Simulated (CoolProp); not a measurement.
A single-stage vapour-compression cycle with CH3F (R41): evaporating at 281.15 K (dew point), condensing at 301.15 K (bubble point), superheat 10 K, subcooling 2 K, compressor efficiency 0.9, no pressure losses. Each further row changes one setting.

The numbers come from the reference Helmholtz-energy equation of state, Lemmon 2006 in CoolProp. It is a short technical equation, of lower accuracy than the large ones.

| case | cooling COP | pressure ratio | discharge temperature (K) | refrigerating effect (kJ/kg) | volumetric capacity (kJ/m³) |
|---|---|---|---|---|---|
| as stated | 9.45 | 1.63 | 328.3 | 278 | 13500 |
| evaporating temperature 286.15 K | 13.1 | 1.43 | 323.6 | 276 | 15500 |
| condensing temperature 296.15 K | 13.3 | 1.45 | 319.0 | 293 | 14300 |
| subcooling 7 K | 10.0 | 1.63 | 328.3 | 295 | 14300 |
| superheat 20 K | 9.28 | 1.63 | 339.6 | 297 | 13300 |
| compressor efficiency 0.8 | 8.40 | 1.63 | 330.1 | 278 | 13500 |
